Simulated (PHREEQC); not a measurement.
0.012 g of hydrous ferric oxide (600 m²/g; 0.2 weak and 0.005 strong sites per Fe, Dzombak-Morel constants, diffuse double layer) in 1 kg of water with 0.1 mol/kgw of an inert sodium salt and 2.9e-07 mol Na2HAsO4, at 25 °C; the pH is set by adding NaOH or the inert anion's acid. Oxygen alone is held at its pressure in air (log pO2 = -0.68). No CO2 enters from the air. Nothing may precipitate in this run.

Base run: PHREEQC, ion-association model, wateq4f.dat. Each further column changes one thing. The table gives surface charge σ (C/m²).

```csv
pH,base,background salt from 0.1 to 0.01 mol/kgw,oxide from 0.012 to 0.06 g/kgw
3,0.358,0.319,0.362
3.5,0.345,0.270,0.349
4.5,0.268,?,0.272
5,0.211,?,0.214
5.5,0.155,0.073,0.158
6.5,0.070,0.029,0.073
7,0.042,0.016,0.044
7.5,0.020,0.007,0.022
8.5,-0.016,?,-0.014
9,-0.036,-0.014,-0.035
```

Task: Some entries are withheld; supply them.

Result: 
- 4.5, background salt from 0.1 to 0.01 mol/kgw: 0.156
- 5, background salt from 0.1 to 0.01 mol/kgw: 0.109
- 8.5, background salt from 0.1 to 0.01 mol/kgw: -0.006

The oxide is taken as insoluble; below pH 4 it would dissolve.
